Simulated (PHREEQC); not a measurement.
Make-up at 25 °C: 150 mmol/kgw HF, 0.35 mmol/kgw NH4HF2, 0.59 mmol/kgw (NH4)2SiF6 and 1.8 mmol/kgw H2SO4. It is in equilibrium with CO2 at log p = -1 (atm). Otherwise closed; pH follows from the charge balance.

Computed with PHREEQC (ion-association model, phreeqc.dat).

```tsv
quantity	before	after
pH	1.89	2.11
ionic strength (mol/kgw)	0.0176	0.0113
HF (mol/kgw)	0.135	0.141
F- (mol/kgw)	0.00796	0.00419
HF2- (mol/kgw)	0.00411	0.00250
SO4-2 (mol/kgw)	0.000962	0.000512
SI of Quartz (SiO2)	-9.16	-5.35
```

### Question
Which change was made?
(A) NH4HF2 replaced by NH4HSO4 at the same molality
(B) temperature from 25 to 85 °C
(C) NH4HF2 from 0.00035 to 0.000525 mol/kgw
(D) H2SO4 from 0.0018 to 0.0036 mol/kgw
(E) 0.014 mol/kgw KOH added

### Answer
B, temperature from 25 to 85 °C

This is a speciation only: nothing precipitates in the calculation. At this temperature some constants are extrapolated from 25 °C, and those without enthalpy data are left unchanged. SiF6-2 is the database's only silicon fluoride.
